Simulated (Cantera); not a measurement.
An isothermal, constant-pressure homogeneous reactor starts with 2.81 % CH4, 97.0 % H2, 0.155 % N2, at 1925 K and 12000 Pa.

Model: GRI-Mech 3.0 (53 species, 325 reactions), integrated in Cantera. GRI-Mech 3.0 stops at C3 and has no aromatics, soot or wall deposition, so with more carbon than oxygen in the feed, carbon stays in small species such as C2H2 where larger ones or solid carbon would form.

Task: Predict: x(CH4) at 100 s; x(H2) at 100 s; x(C2H) at 100 s; x(C2H4) at 100 s; x(CH3) at 100 s; x(C2H2) at 100 s; x(H) at 100 s.

Result: 
- x(CH4) at 100 s = 0.000329 (gas-phase equilibrium 0.000318)
- x(H2) at 100 s = 0.982 (gas-phase equilibrium 0.982)
- x(C2H) at 100 s = 5.42e-7 (gas-phase equilibrium 5.06e-7)
- x(C2H4) at 100 s = 1.64e-5 (gas-phase equilibrium 1.53e-5)
- x(CH3) at 100 s = 1.84e-5 (gas-phase equilibrium 1.77e-5)
- x(C2H2) at 100 s = 0.0135 (gas-phase equilibrium 0.0126)
- x(H) at 100 s = 0.00275 (gas-phase equilibrium 0.00275)
